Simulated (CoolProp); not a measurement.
The fluid at 386.42 K and 0.302 MPa flows at 1.5 m/s in a round tube of 50 mm bore and 1.5 µm roughness, fully developed (64/Re and Nu = 3.66 if laminar; Colebrook and Gnielinski if turbulent). The same conditions are run with several fluids, on thermodynamics alone (safety and materials aside).

The numbers come from the reference Helmholtz-energy equation of state of each fluid (C3F8 (R218): Lemmon 2006; propylene: Lemmon 2013; CF4 (R14): Platzer 1990; ethane: Bücker 2006; propane: Lemmon 2009) in CoolProp. The equations of Platzer and Polt are older, rougher fits.

Q: Rank C3F8 (R218), propylene, CF4 (R14), ethane, propane by Reynolds number, highest first.

A: C3F8 (R218) (84500), propane (30300), CF4 (R14) (29000), propylene (27200), ethane (18000)

```
fluid        Darcy friction factor  pressure drop (Pa/m)  heat-transfer coefficient (W/(m² K))  mass flow (kg/h)
-----------  ---------------------  --------------------  ------------------------------------  ----------------
C3F8 (R218)                 0.0188                  7.66                                  65.3               192
propylene                   0.0241                  2.19                                  37.4              42.8
CF4 (R14)                   0.0238                  4.44                                  33.0              88.0
ethane                      0.0266                  1.71                                  33.0              30.3
propane                     0.0235                  2.24                                  42.9              44.9
```

Transport values come from each fluid's own correlations; those of C3F8 (R218), propylene, CF4 (R14) are estimates that may be off by 10 % or more.
